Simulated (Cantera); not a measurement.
Cantera run, input and output.

```python
import numpy as np
import cantera as ct

gas = ct.Solution("gri30.yaml")
gas.TPX = 1775, 500000, {'C3H8': 1, 'O2': 6.94, 'N2': 76.4}
reactor = ct.IdealGasReactor(gas, energy="on", clone=False)
net = ct.ReactorNet([reactor])
net.rtol, net.atol = 1e-08, 1e-16
show = ['C3H8', 'O2', 'C2H6', 'CO', 'HO2', 'NO', 'C2H']
times = np.geomspace(2e-06, 0.5, 12)

steps = ct.SolutionArray(gas, extra=["t"])
rows = []
print(f"{'t/s':>10s}{'T/K':>9s}{'P/Pa':>11s}" + "".join(f"{s:>11s}" for s in show))
for t in times:
    while net.time < t:
        t_next = net.step()
        steps.append(gas.state, t=t_next)
    rows.append([np.interp(t, steps.t, y) for y in (steps.T, steps.P, *steps(*show).X.T)])
    print(f"{t:10.3e}{rows[-1][0]:9.1f}{rows[-1][1]:11.4g}" + "".join(f"{x:11.3e}" for x in rows[-1][2:]))
rate = np.gradient(steps.T, steps.t)
print("integrator steps:", len(steps.t))
if steps.T.max() > steps.T[0] + 200:
    print(f"time of steepest temperature rise: {steps.t[rate.argmax()]:.4e} s")
gas.TPX = 1775, 500000, {'C3H8': 1, 'O2': 6.94, 'N2': 76.4}
gas.equilibrate("UV")
print(f"equilibrium (UV): T = {gas.T:.1f} K  " + "  ".join(f"{s} {gas[s].X[0]:.3e}" for s in show))
```

Output:

```
       t/s      T/K       P/Pa       C3H8         O2       C2H6         CO        HO2         NO        C2H
 2.000e-06   1755.8   4.98e+05  6.627e-03  8.004e-02  4.302e-04  4.983e-04  9.808e-05  3.687e-09  2.226e-08
 6.191e-06   2026.0  5.905e+05  1.251e-07  5.072e-02  2.969e-06  2.307e-02  9.205e-05  2.005e-06  1.023e-05
 1.916e-05   2331.6  6.748e+05  9.470e-44  2.686e-02  6.011e-30  1.296e-02  8.478e-06  8.034e-05  1.027e-21
 5.932e-05   2483.6  7.124e+05  3.062e-47  2.426e-02  1.667e-32  6.123e-03  3.888e-06  2.435e-04  1.281e-22
 1.836e-04   2528.0  7.233e+05  5.708e-49  2.314e-02  9.574e-34  3.472e-03  3.221e-06  5.436e-04  2.572e-23
 5.684e-04   2527.9  7.232e+05  4.670e-49  2.273e-02  8.295e-34  3.354e-03  3.152e-06  1.294e-03  2.291e-23
 1.759e-03   2523.2  7.218e+05  4.610e-49  2.184e-02  8.236e-34  3.343e-03  3.022e-06  3.140e-03  2.140e-23
 5.446e-03   2515.8  7.196e+05  4.541e-49  2.044e-02  8.171e-34  3.329e-03  2.821e-06  6.054e-03  1.921e-23
 1.686e-02   2511.8  7.185e+05  4.523e-49  1.971e-02  8.160e-34  3.324e-03  2.717e-06  7.582e-03  1.817e-23
 5.218e-02   2511.7  7.184e+05  4.523e-49  1.967e-02  8.160e-34  3.324e-03  2.712e-06  7.653e-03  1.812e-23
 1.615e-01   2511.7  7.184e+05  4.523e-49  1.967e-02  8.160e-34  3.324e-03  2.712e-06  7.653e-03  1.812e-23
 5.000e-01   2511.7  7.184e+05  4.523e-49  1.967e-02  8.160e-34  3.324e-03  2.712e-06  7.653e-03  1.812e-23
integrator steps: 1589
time of steepest temperature rise: 6.2159e-06 s
equilibrium (UV): T = 2511.7 K  C3H8 7.560e-49  O2 1.967e-02  C2H6 1.359e-33  CO 3.324e-03  HO2 2.712e-06  NO 7.653e-03  C2H 1.993e-23
```

Model: GRI-Mech 3.0 (53 species, 325 reactions), integrated in Cantera. GRI-Mech 3.0 was tuned for natural gas; its chemistry of propane as a main component is partial and can be far from experiment.
